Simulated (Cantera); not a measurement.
# Adiabatic ignition

An adiabatic, constant-pressure homogeneous reactor starts with CO : H2 : O2 : N2 : H2O = 1 : 0.23 : 0.707 : 2.66 : 0.87 (molar parts), at 1625 K and 44000 Pa.

Detailed kinetics in Cantera: GRI-Mech 3.0 (53 species, 325 reactions).

| t (s) | T (K) | x CO | x H2 | x O2 | x H2O | x OH |
|---|---|---|---|---|---|---|
| 9.00e-6 | 1625 | 0.183 | 0.0421 | 0.129 | 0.159 | 2.13e-6 |
| 2.10e-5 | 1625 | 0.183 | 0.0419 | 0.129 | 0.159 | 7.47e-5 |
| 4.90e-5 | 1680 | 0.156 | 0.0138 | 0.0962 | 0.172 | 0.0113 |
| 0.000114 | 1949 | 0.0801 | 0.0242 | 0.0619 | 0.153 | 0.0204 |
| 0.000266 | 2195 | 0.0748 | 0.0204 | 0.0563 | 0.167 | 0.0231 |
| 0.000621 | 2419 | 0.0658 | 0.0155 | 0.0501 | 0.181 | 0.0229 |
| 0.00145 | 2558 | 0.0572 | 0.0123 | 0.0451 | 0.190 | 0.0214 |
| 0.00338 | 2577 | 0.0558 | 0.0118 | 0.0438 | 0.191 | 0.0210 |
| 0.00788 | 2574 | 0.0558 | 0.0118 | 0.0427 | 0.191 | 0.0207 |
| 0.0184 | 2571 | 0.0557 | 0.0119 | 0.0413 | 0.191 | 0.0203 |
| 0.0429 | 2569 | 0.0557 | 0.0119 | 0.0406 | 0.192 | 0.0201 |
| 0.100 | 2569 | 0.0557 | 0.0119 | 0.0405 | 0.192 | 0.0201 |
x: mole fraction; the columns are a selection and need not sum to one.

| Property | Value |
|---|---|
| time of steepest temperature rise | 57.4 µs |
| temperature at 0.100 s | 2569 K |
| equilibrium temperature | 2569 K |
| x(CO) at 0.100 s | 0.0557 (gas-phase equilibrium 0.0557) |
| x(H2) at 0.100 s | 0.0119 (gas-phase equilibrium 0.0119) |
| x(O2) at 0.100 s | 0.0405 (gas-phase equilibrium 0.0405) |
